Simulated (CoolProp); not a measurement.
Carbon monoxide along the isobar 13700 kPa: Z from the reference equation and from simpler models built on Tc = 132.9 K, pc = 3498 kPa, ω = 0.050; each cubic takes its own stable root.

The numbers come from the reference Helmholtz-energy equation of state, Lemmon 2006 in CoolProp. It is a short technical equation, of lower accuracy than the large ones.

```json
[
 {"T (K)": "98", "phase": "liquid", "reference": "0.6192", "van der Waals": "0.8593", "Redlich-Kwong": "0.6162", "Soave-Redlich-Kwong": "0.6163", "Peng-Robinson": "0.5485"},
 {"T (K)": "123.1", "phase": "liquid", "reference": "0.5725", "van der Waals": "0.7585", "Redlich-Kwong": "0.5788", "Soave-Redlich-Kwong": "0.5778", "Peng-Robinson": "0.5166"},
 {"T (K)": "148.1", "phase": "supercritical", "reference": "0.5896", "van der Waals": "0.7193", "Redlich-Kwong": "0.6065", "Soave-Redlich-Kwong": "0.6110", "Peng-Robinson": "0.5547"},
 {"T (K)": "173.1", "phase": "supercritical", "reference": "0.6811", "van der Waals": "0.7288", "Redlich-Kwong": "0.6950", "Soave-Redlich-Kwong": "0.7150", "Peng-Robinson": "0.6628"},
 {"T (K)": "198.2", "phase": "supercritical", "reference": "0.7989", "van der Waals": "0.7760", "Redlich-Kwong": "0.7980", "Soave-Redlich-Kwong": "0.8308", "Peng-Robinson": "0.7802"},
 {"T (K)": "223.2", "phase": "supercritical", "reference": "0.8856", "van der Waals": "0.8350", "Redlich-Kwong": "0.8751", "Soave-Redlich-Kwong": "0.9133", "Peng-Robinson": "0.8648"},
 {"T (K)": "248.2", "phase": "supercritical", "reference": "0.9427", "van der Waals": "0.8857", "Redlich-Kwong": "0.9271", "Soave-Redlich-Kwong": "0.9670", "Peng-Robinson": "0.9217"},
 {"T (K)": "273.3", "phase": "supercritical", "reference": "0.9807", "van der Waals": "0.9243", "Redlich-Kwong": "0.9622", "Soave-Redlich-Kwong": "1.002", "Peng-Robinson": "0.9605"},
 {"T (K)": "298.3", "phase": "supercritical", "reference": "1.006", "van der Waals": "0.9528", "Redlich-Kwong": "0.9861", "Soave-Redlich-Kwong": "1.026", "Peng-Robinson": "0.9871"},
 {"T (K)": "323.3", "phase": "supercritical", "reference": "1.024", "van der Waals": "0.9738", "Redlich-Kwong": "1.003", "Soave-Redlich-Kwong": "1.041", "Peng-Robinson": "1.006"},
 {"T (K)": "348.4", "phase": "supercritical", "reference": "1.037", "van der Waals": "0.9897", "Redlich-Kwong": "1.015", "Soave-Redlich-Kwong": "1.052", "Peng-Robinson": "1.019"},
 {"T (K)": "373.4", "phase": "supercritical", "reference": "1.045", "van der Waals": "1.002", "Redlich-Kwong": "1.023", "Soave-Redlich-Kwong": "1.059", "Peng-Robinson": "1.029"}
]
```
